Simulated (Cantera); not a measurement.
Input: 1 mol HgO, 0.23 mol H2, 0.79 mol N2, equilibrated at 700 K and 5030 Torr.

These are equilibrium values from Cantera (NASA tables, ideal gas, pure condensed phases), not measurements of a reactor. Candidate condensed phases: H2O, Hg, HgO; 25 gas species. The numbers say what is thermodynamically allowed, not how fast it happens.

Base state: N2 0.625, Hg 0.189, H2O 0.182, O2 0.00352 (mole fractions); condensed: HgO(s).

Task: What changes in the equilibrium state with this change: temperature from 700 K to 875 K?

Result: 
| species | before | after |
|---|---|---|
| Hg | 0.189 | 0.416 |
| N2 | 0.625 | 0.328 |
| O2 | 0.00352 | 0.160 |
| H2O | 0.182 | 0.0956 |
| HgO(s), mol | 0.761 | 0 |
